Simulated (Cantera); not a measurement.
Reactions in the system Ca-F-O

Cantera with NASA thermochemical tables; ideal gases at 1 bar, condensed phases pure. Values are per mole of reaction as written; species without (g) are pure solids or liquids, kept so even where they would boil at 1 bar.

3 CaO + 3 F₂(g) = 3 CaF₂ + O₃(g)

```csv
T (K),ΔH° (kJ),ΔS° (J/K),ΔG° (kJ),log10 K,condensed phases
300,-1630.6,-278.2,-1547.1,269.37,"CaO(s), CaF₂(s)"
1498,-1551.7,-197.7,-1255.6,43.78,"CaO(s), CaF₂(s)"
1598,-1537.0,-188.2,-1236.3,40.41,"CaO(s), CaF₂(s)"
1698,-1433.4,-126.7,-1218.3,37.48,"CaO(s), CaF₂(l)"
1798,-1425.9,-122.4,-1205.8,35.03,"CaO(s), CaF₂(l)"
1898,-1418.4,-118.3,-1193.8,32.85,"CaO(s), CaF₂(l)"
1998,-1410.8,-114.5,-1182.2,30.90,"CaO(s), CaF₂(l)"
2098,-1403.2,-110.7,-1170.9,29.15,"CaO(s), CaF₂(l)"
2198,-1395.4,-107.1,-1160.0,27.57,"CaO(s), CaF₂(l)"
2298,-1387.5,-103.6,-1149.5,26.13,"CaO(s), CaF₂(l)"
```
